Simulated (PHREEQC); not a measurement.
Make-up at 25 °C: 5.5 mmol/kgw KH2PO4. Closed to the air; pH follows from the charge balance.

Computed with PHREEQC (ion-association model, phreeqc.dat).

Each row changes one thing in this solution. This is a speciation only: nothing precipitates in the calculation.

```json
[
 {"case": "as made", "pH": "4.81", "ionic strength (mol/kgw)": "0.00554"},
 {"case": "temperature from 25 to 5 °C", "pH": "4.82", "ionic strength (mol/kgw)": "0.00554"},
 {"case": "KH2PO4 from 0.0055 to 0.0275 mol/kgw", "pH": "4.61", "ionic strength (mol/kgw)": "0.0276"},
 {"case": "temperature from 25 to 35 °C", "pH": "4.81", "ionic strength (mol/kgw)": "0.00555"},
 {"case": "KH2PO4 replaced by K2CO3 at the same molality", "pH": "10.89", "ionic strength (mol/kgw)": "0.0156"},
 {"case": "diluted 5-fold with water", "pH": "5.10", "ionic strength (mol/kgw)": "0.00112"},
 {"case": "5.9e-05 mol/kgw Na2CO3 added", "pH": "5.44", "ionic strength (mol/kgw)": "0.00574"},
 {"case": "KH2PO4 from 0.0055 to 0.00825 mol/kgw", "pH": "4.75", "ionic strength (mol/kgw)": "0.00831"},
 {"case": "temperature from 25 to 50 °C", "pH": "4.81", "ionic strength (mol/kgw)": "0.00555"}
]
```

At this temperature some constants are extrapolated from 25 °C, and those without enthalpy data are left unchanged.
